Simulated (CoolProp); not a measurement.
Vapour-liquid equilibrium of acetone (1) + p-xylene (2) at 176.15 °C; x and y are mole fractions of (1).

The numbers come from the multi-fluid Helmholtz-energy mixture model, Lemmon 2006 and Zhou 2012; pair parameters Bell 2016 in CoolProp.

Q: Give the bubble pressure and the first vapour's composition at x = 0.275, 0.8, 0.95. Is there an azeotrope?

A: x = 0.275: 7.549 bar, y = 0.701; x = 0.8: 15.12 bar, y = 0.931; x = 0.95: 17.62 bar, y = 0.982. No azeotrope shows between x = 0.05 and 0.95.

The pair parameters rest on a limited set of measurements; away from them the model extrapolates. The gap from Raoult's law changes sign with composition, which may be real or a fault of the pair parameters; it wasn't checked against measurements.
